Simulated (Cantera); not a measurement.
Feed: 1 mol C, 5.2 mol H2, equilibrated at 1500 K and 75.0 Torr.

These are equilibrium values from Cantera (NASA tables, ideal gas, pure condensed phases), not measurements of a reactor. Candidate condensed phases: C, C6H6, C7H8, C8H18; 76 gas species. The numbers say what is thermodynamically allowed, not how fast it happens.

**Question.** What is the equilibrium state?

**Answer.** 
| Property | Result |
|---|---|
| x(H2) | 1.000 |
| x(CH4) | 0.000257 |
| x(H) | 5.57e-5 |
| x(C2H2 (acetylene)) | 9.02e-6 |
| n(C(graphite)) | 0.999 mol |
| gas amount | 5.199 mol |
